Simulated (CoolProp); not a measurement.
Isobutane along the isobar 1.22 MPa: Z from the reference equation and from simpler models built on Tc = 407.8 K, pc = 3.629 MPa, ω = 0.184; each cubic takes its own stable root.

The numbers come from the reference Helmholtz-energy equation of state, Bücker 2006 in CoolProp.

| T (K) | phase | reference |
|---|---|---|
| 140.7 | liquid | 0.08473 |
| 169 | liquid | 0.07329 |
| 197.2 | liquid | 0.06539 |
| 225.5 | liquid | 0.05973 |
| 253.7 | liquid | 0.05568 |
| 282 | liquid | 0.05287 |
| 310.2 | liquid | 0.05120 |
| 338.5 | liquid | 0.05085 |
| 366.8 | gas | 0.8103 |
| 395 | gas | 0.8591 |
| 423.3 | gas | 0.8915 |
| 451.5 | gas | 0.9144 |
| 479.8 | gas | 0.9315 |

### Question
How far does each simpler model (van der Waals, Redlich-Kwong, Soave-Redlich-Kwong, Peng-Robinson) lie from the reference over these 13 states: mean and median of the absolute difference, and the worst?

### Answer
- van der Waals: mean 148.4 %, median 58.9 %, worst +1499.4 % at 338.5 K and 1.22 MPa
- Redlich-Kwong: mean 6.1 %, median 8.0 %, worst +14.7 % at 338.5 K and 1.22 MPa
- Soave-Redlich-Kwong: mean 4.8 %, median 6.4 %, worst +10.5 % at 338.5 K and 1.22 MPa
- Peng-Robinson: mean 3.2 %, median 2.9 %, worst -5.8 % at 253.7 K and 1.22 MPa

At some of these states van der Waals gives the other phase, because its saturation line lies elsewhere.
